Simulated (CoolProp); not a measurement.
A closed Brayton cycle with carbon dioxide: compressor inlet 325.15 K and 9.9 MPa, high pressure 24.7 MPa, turbine inlet 650 K, compressor efficiency 0.89, turbine efficiency 0.93, recuperator effectiveness 0.8 (on enthalpy, no pinch check). Each further row changes one setting.

The numbers come from the reference Helmholtz-energy equation of state, Span 1996 in CoolProp.

```csv
case,thermal efficiency (%),net work (kJ/kg),compressor to turbine work,compressor exit (K),turbine exit (K)
as stated,25.3,56.5,0.40,386.7,550.4
turbine inlet 600 K,…,…,0.44,386.7,…
compressor inlet 335.15 K,23.9,48.7,0.48,408.3,550.4
high pressure 21 MPa,…,…,…,375.7,…
recuperator effectiveness 0.5,20.0,56.5,0.40,386.7,550.4
```

**Question.** What belongs in the gaps?

**Answer.** 
- turbine inlet 600 K, thermal efficiency (%): 23.1
- turbine inlet 600 K, net work (kJ/kg): 46.8
- turbine inlet 600 K, turbine exit (K): 504.3
- high pressure 21 MPa, thermal efficiency (%): 23.8
- high pressure 21 MPa, net work (kJ/kg): 49.4
- high pressure 21 MPa, compressor to turbine work: 0.37
- high pressure 21 MPa, turbine exit (K): 567.8
